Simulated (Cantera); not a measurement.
An isothermal, constant-pressure homogeneous reactor starts with NH3 : N2 = 1 : 5.5 (molar parts), at 2350 K and 0.132 atm.

Computed with Cantera and the gas-phase N/H chemistry of the illustrative SiF4/NH3 mechanism in the Surface Chemkin manual (1991). Walls and surfaces, which speed up NH3 decomposition in real reactors, are not modelled.

One state of this run: x NH3 = 1.22e-7; x NH2 = 3.08e-8; x H2 = 0.191; x H = 0.0150; x NH = 5.00e-8. x: mole fraction; the columns are a selection and need not sum to one.

Problem. Which value of t (s) does it belong to?
(A) 0.000574
(B) 10.0
(C) 9.72e-5
(D) 0.0200

Solution. B, 10.0
